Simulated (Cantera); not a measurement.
Feed: 1 mol CO, 0.24 mol CO2, held at 1052 °C and 500 Pa.

Equilibrium computed with Cantera from the NASA thermochemical tables; the gas is ideal and each condensed phase is pure. Candidate condensed phases: C; 12 gas species. Kinetics and transport are ignored.

Base state: CO 0.806, CO2 0.194 (mole fractions); condensed: gas only.

### Question
What changes in the equilibrium state with this change: CO replaced by CH4?

### Answer
```csv
species,before,after
H2,0,0.806
CO,0.806,0.194
CH4,0,2.18e-5
CO2,0.194,7.23e-7
H,0,2.08e-5
"C(graphite), mol",0,0.760
```
Further candidate phases: C6H6, C7H8, C8H18, H2O.
